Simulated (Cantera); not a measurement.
An isothermal, constant-pressure homogeneous reactor starts with N₂O : H₂O = 1 : 0.064 (molar parts), at 1300 K and 600 Torr.

Cantera simulation using GRI-Mech 3.0 (53 species, 325 reactions); the numbers are that mechanism's predictions, not measurements. GRI-Mech 3.0 was tuned for natural gas; its chemistry of N2O as a main component is partial and can be far from experiment. The mechanism lacks the step 2 NO + O2 → 2 NO2, which can matter for NO2 below about 1400 K. The temperature is held fixed by assumption; the heat of reaction is taken as removed at once.

Task: Predict: x(N₂O) at 4.00 s; x(N₂) at 4.00 s; x(NO) at 4.00 s; x(O) at 4.00 s; x(NO₂) at 4.00 s; x(O₂) at 4.00 s.

Result: 
```json
{
 "x(N₂O) at 4.00 s": "0.000243 (gas-phase equilibrium 2.36e-8)",
 "x(N₂) at 4.00 s": "0.609 (gas-phase equilibrium 0.639)",
 "x(NO) at 4.00 s": "0.0599 (gas-phase equilibrium 0.000442)",
 "x(O) at 4.00 s": "1.17e-7 (gas-phase equilibrium 1.13e-7)",
 "x(NO₂) at 4.00 s": "0.000671 (gas-phase equilibrium 5.27e-6)",
 "x(O₂) at 4.00 s": "0.289 (gas-phase equilibrium 0.319)"
}
```
